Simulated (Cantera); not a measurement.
Input (Python, Cantera) and output of one run.

```python
import numpy as np
import cantera as ct

gas_names = [...]  # 100 gases of nasa_gas.yaml made of C, H, N, S
cond_names = """
    C(gr) C6H6(L) C7H8(L) C8H18(L),n-octa S(cr1) S(cr2) S(L)
""".split()


# ... load() reads the species with a 1 bar reference pressure and builds the phases ...
atoms = {
    'CS2': {'C': 1, 'S': 2},
    'H2': {'H': 2},
    'N2': {'N': 2},
}
top_T = {'C(gr)': 4500}  # K; cautious upper limits of use, not melting points


# ... equilibrate(T, P, feed) seeds the gas with the atoms and calls Mixture.equilibrate('TP', solver="vcs", rtol=1e-11, max_steps=5000) ...
results = []
feed = {'CS2': 1, 'H2': 2.9, 'N2': 8}  # mol
T = 1498.15  # K
for P in [10, 120, 1400, 17000, 210000, 2500000, 30000000]:
    mix = equilibrate(T, P, feed)
    results.append((T, P, feed, dict(zip(mix.species_names, mix.species_moles))))
    x = sorted(zip(gas.X, gas.species_names), reverse=True)
    print(f"T = {T:g} K  P = {P:g} Pa  gas = {mix.phase_moles(0):.4g} mol")
    print("   x: " + "  ".join(f"{s} {v:.3e}" for v, s in x if v > 1e-06))
    print("   condensed (mol): " + ("  ".join(f"{mix.phase(i).name} {mix.phase_moles(i):.4g}"
          for i in range(1, mix.n_phases) if mix.phase_moles(i) > 1e-12) or "none"))
```

Result:

```
T = 1498.15 K  P = 10 Pa  gas = 12 mol
   x: N2 6.663e-01  H2 2.396e-01  CS2 6.186e-02  CS 1.688e-02  S2 1.189e-02  H2S 9.577e-04  SH 8.583e-04  H 8.426e-04  S 4.343e-04  HCN 4.169e-04  HNC 6.995e-06  C2H2,acetylene 2.115e-06
   condensed (mol): C(gr) 0.04975
T = 1498.15 K  P = 120 Pa  gas = 11.91 mol
   x: N2 6.714e-01  H2 2.392e-01  CS2 6.643e-02  S2 1.277e-02  CS 5.051e-03  H2S 3.433e-03  SH 8.888e-04  HCN 4.182e-04  H 2.431e-04  S 1.299e-04  HNC 7.017e-06  C2H2,acetylene 2.112e-06
   condensed (mol): C(gr) 0.1434
T = 1498.15 K  P = 1400 Pa  gas = 11.84 mol
   x: N2 6.753e-01  H2 2.329e-01  CS2 6.510e-02  S2 1.251e-02  H2S 1.130e-02  CS 1.464e-03  SH 8.681e-04  HCN 4.138e-04  H 7.022e-05  S 3.765e-05  HNC 6.943e-06  C2H2,acetylene 2.056e-06  CH4 1.969e-06
   condensed (mol): C(gr) 0.2067
T = 1498.15 K  P = 17000 Pa  gas = 11.7 mol
   x: N2 6.833e-01  H2 2.134e-01  CS2 5.701e-02  H2S 3.376e-02  S2 1.096e-02  SH 7.776e-04  HCN 3.984e-04  CS 3.931e-04  CH4 2.007e-05  H 1.929e-05  S 1.011e-05  HNC 6.685e-06  C2H2,acetylene 1.883e-06
   condensed (mol): C(gr) 0.3231
T = 1498.15 K  P = 210000 Pa  gas = 11.44 mol
   x: N2 6.990e-01  H2 1.727e-01  H2S 7.994e-02  CS2 3.950e-02  S2 7.592e-03  SH 5.823e-04  HCN 3.626e-04  CH4 1.624e-04  CS 9.310e-05  NH3 7.848e-06  HNC 6.083e-06  H 4.937e-06  S 2.395e-06  C2H2,acetylene 1.525e-06
   condensed (mol): C(gr) 0.5409
T = 1498.15 K  P = 2.5e+06 Pa  gas = 11.14 mol
   x: N2 7.181e-01  H2S 1.349e-01  H2 1.231e-01  CS2 1.859e-02  S2 3.573e-03  CH4 9.825e-04  SH 3.373e-04  HCN 3.103e-04  NH3 5.699e-05  CS 1.851e-05  HNC 5.206e-06  H 1.208e-06  C2H2,acetylene 1.087e-06
   condensed (mol): C(gr) 0.7782
T = 1498.15 K  P = 3e+07 Pa  gas = 10.91 mol
   x: N2 7.332e-01  H2S 1.705e-01  H2 8.371e-02  CH4 5.452e-03  CS2 5.351e-03  S2 1.028e-03  NH3 3.875e-04  HCN 2.585e-04  SH 1.492e-04  C2H4 5.385e-06  CH3CN 5.343e-06  HNC 4.337e-06  CS 2.867e-06  C2H6 1.197e-06
   condensed (mol): C(gr) 0.879
```

These are equilibrium values from Cantera (NASA tables, ideal gas, pure condensed phases), not measurements of a reactor. The ideal-gas law is rough above about 30 bar.
